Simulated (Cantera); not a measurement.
An isothermal, constant-pressure homogeneous reactor starts with 1.15 % CH₂O, 2.88 % O₂, 96.0 % N₂, equivalence ratio 0.40, at 1400 K and 3.40 bar.

Computed with Cantera and GRI-Mech 3.0 (53 species, 325 reactions).

x: mole fraction; the columns are a selection and need not sum to one.

| t (s) | x CH₂O | x O₂ | x C₂H₆ | x H | x HO₂ | x C₂H₂ |
|---|---|---|---|---|---|---|
| 0.00100 | 1.01e-12 | 0.0182 | <1e-12 | (withheld) | 5.68e-6 | <1e-12 |
| 0.00345 | <1e-12 | 0.0174 | <1e-12 | (withheld) | 1.40e-6 | <1e-12 |
| 0.0119 | <1e-12 | 0.0173 | <1e-12 | (withheld) | 1.56e-7 | <1e-12 |
| 0.0412 | <1e-12 | 0.0173 | <1e-12 | (withheld) | 1.68e-8 | <1e-12 |
| 0.142 | <1e-12 | 0.0173 | <1e-12 | 4.63e-10 | 6.82e-9 | <1e-12 |
| 0.492 | <1e-12 | 0.0173 | <1e-12 | 3.90e-10 | 6.40e-9 | <1e-12 |
| 1.70 | <1e-12 | 0.0173 | <1e-12 | 3.90e-10 | 6.40e-9 | <1e-12 |
| 5.87 | <1e-12 | 0.0173 | <1e-12 | 3.90e-10 | 6.40e-9 | <1e-12 |
| 20.3 | <1e-12 | 0.0173 | <1e-12 | 3.90e-10 | 6.40e-9 | <1e-12 |
| 70.0 | <1e-12 | 0.0173 | <1e-12 | 3.90e-10 | 6.40e-9 | <1e-12 |

Question: Some entries are withheld; supply them.

Answer: 
- 0.00100, x H: 2.29e-5
- 0.00345, x H: 1.47e-6
- 0.0119, x H: 5.34e-8
- 0.0412, x H: 2.36e-9
